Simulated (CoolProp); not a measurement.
The numbers come from the reference Helmholtz-energy equation of state, Guder 2009 in CoolProp.

Problem. Give the vapour pressure (bar), surface tension (mN/m), liquid conductivity (mW/(m K)) of saturated sulfur hexafluoride at 240.6, 294.3, 302 K.

Solution. 
| T (K) | p (bar) | surface tension (mN/m) | liquid conductivity (mW/(m K)) |
|---|---|---|---|
| 240.6 | 4.50 | 8.98 | 71.8 |
| 294.3 | 21.6 | 2.03 | 54.3 |
| 302 | 25.9 | 1.25 | 51.3 |

Thermal conductivity comes from a separate model (Assael 2012). Surface tension comes from a separate correlation (Mulero 2012).
